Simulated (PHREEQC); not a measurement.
PHREEQC input (ion-association model, phreeqc.dat):

```
PHASES
  Fix_H+
    H+ = H+
    -log_k 0
SOLUTION 1
  temp 20
  units mol/kgw
  pH 7 charge
  Cl 0.1
  Na 0.1
END
SELECTED_OUTPUT 1
  -reset false
  -pH true
  -pe true
  -ionic_strength true
  -water true
  -totals Ca Cl F Na
  -molalities H+ Ca+2 Na+ Cl- F- OH- O2 HF HF2- CaOH+
    NaOH NaF
  -equilibrium_phases Fluorite
PRINT
  -reset false
USE solution 1
EQUILIBRIUM_PHASES 1
  Fix_H+ -4 HCl 10
    -force_equality true
  Fluorite 0 0.05
  O2(g) -0.68 10
END
# ... the last block is repeated for the other 20 points of pH, with NaOH or the acid as the point needs
```

Selected output (columns that matter, 21 of 21 rows; pH added in front):

```
pH	mu	Ca	Cl	F	Na	m_H+	m_Ca+2	m_Na+	m_Cl-	m_F-	m_OH-	m_HF	m_NaF	Fluorite
4	0.10104	0.00031399	0.10018	0.00062799	0.1	0.00012105	0.00031399	0.099981	0.10018	0.00055267	8.9482e-11	5.6477e-05	1.8618e-05	0.049686
4.3	0.10096	0.00030445	0.10009	0.00060891	0.1	6.0668e-05	0.00030445	0.099981	0.10009	0.00056114	1.7852e-10	2.8743e-05	1.8907e-05	0.049696
4.6	0.10091	0.00029962	0.10004	0.00059923	0.1	3.0405e-05	0.00029962	0.099981	0.10004	0.00056559	3.5619e-10	1.4521e-05	1.9058e-05	0.0497
4.9	0.10089	0.00029718	0.10002	0.00059435	0.1	1.5239e-05	0.00029718	0.099981	0.10002	0.00056788	7.1067e-10	7.3072e-06	1.9136e-05	0.049703
5.2	0.10088	0.00029595	0.10001	0.0005919	0.1	7.6373e-06	0.00029595	0.099981	0.10001	0.00056904	1.418e-09	3.6698e-06	1.9176e-05	0.049704
5.5	0.10087	0.00029533	0.10001	0.00059067	0.1	3.8277e-06	0.00029533	0.099981	0.10001	0.00056962	2.8292e-09	1.8412e-06	1.9195e-05	0.049705
5.8	0.10087	0.00029502	0.1	0.00059005	0.1	1.9184e-06	0.00029502	0.099981	0.1	0.00056992	5.645e-09	9.2325e-07	1.9205e-05	0.049705
6.1	0.10087	0.00029487	0.1	0.00058974	0.1	9.6148e-07	0.00029487	0.099981	0.1	0.00057006	1.1263e-08	4.6284e-07	1.921e-05	0.049705
6.4	0.10087	0.00029479	0.1	0.00058958	0.1	4.8188e-07	0.00029479	0.099981	0.1	0.00057014	2.2473e-08	2.32e-07	1.9213e-05	0.049705
6.7	0.10086	0.00029475	0.1	0.00058951	0.1	2.4151e-07	0.00029475	0.099981	0.1	0.00057018	4.484e-08	1.1628e-07	1.9214e-05	0.049705
7	0.10086	0.00029473	0.1	0.00058947	0.1	1.2104e-07	0.00029473	0.099981	0.1	0.00057019	8.9467e-08	5.8281e-08	1.9215e-05	0.049705
7.3	0.10086	0.00029472	0.1	0.00058945	0.1	6.0665e-08	0.00029472	0.099981	0.1	0.0005702	1.7851e-07	2.921e-08	1.9215e-05	0.049705
7.6	0.10086	0.00029472	0.1	0.00058944	0.1	3.0405e-08	0.00029472	0.099981	0.1	0.00057021	3.5617e-07	1.464e-08	1.9215e-05	0.049705
7.9	0.10087	0.00029472	0.1	0.00058944	0.1	1.5238e-08	0.00029472	0.099981	0.1	0.00057021	7.1066e-07	7.3374e-09	1.9216e-05	0.049705
8.2	0.10087	0.00029472	0.1	0.00058944	0.1	7.6373e-09	0.00029471	0.099982	0.1	0.00057022	1.418e-06	3.6774e-09	1.9216e-05	0.049705
8.5	0.10087	0.00029472	0.1	0.00058944	0.1	3.8277e-09	0.00029471	0.099984	0.1	0.00057022	2.8292e-06	1.8431e-09	1.9216e-05	0.049705
8.8	0.10087	0.00029472	0.1	0.00058945	0.10001	1.9184e-09	0.00029471	0.099986	0.1	0.00057023	5.645e-06	9.2375e-10	1.9217e-05	0.049705
9.1	0.10088	0.00029473	0.1	0.00058946	0.10001	9.6148e-10	0.0002947	0.099992	0.1	0.00057024	1.1263e-05	4.6298e-10	1.9218e-05	0.049705
9.4	0.10089	0.00029475	0.1	0.00058949	0.10002	4.8188e-10	0.00029469	0.1	0.1	0.00057027	2.2474e-05	2.3205e-10	1.9221e-05	0.049705
9.7	0.10091	0.00029478	0.1	0.00058956	0.10004	2.4152e-10	0.00029466	0.10003	0.1	0.00057033	4.4842e-05	1.1631e-10	1.9226e-05	0.049705
10	0.10096	0.00029484	0.1	0.00058969	0.10009	1.2105e-10	0.0002946	0.10007	0.1	0.00057045	8.9474e-05	5.8301e-11	1.9237e-05	0.049705
```

Species that the database lacks are ignored.
